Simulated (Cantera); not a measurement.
A perfectly stirred reactor is fed with 18.2 % C2H6, 81.8 % N2, at 43000 Pa; it is held at 1050 K, and followed from long to short residence time.

Detailed kinetics in Cantera: GRI-Mech 3.0 (53 species, 325 reactions). GRI-Mech 3.0 stops at C3 and has no aromatics, soot or wall deposition, so with more carbon than oxygen in the feed, carbon stays in small species such as C2H2 where larger ones or solid carbon would form.

Task: Predict: x(C2H6) at τ = 18.0 s; x(H) at τ = 18.0 s; x(C2H6) at τ = 91.0 ms; x(H) at τ = 91.0 ms.

Result: 
```
Item                     Result
----------------------  -------
x(C2H6) at τ = 18.0 s    0.0169
x(H) at τ = 18.0 s      1.20e-7
x(C2H6) at τ = 91.0 ms    0.161
x(H) at τ = 91.0 ms     1.42e-7
```
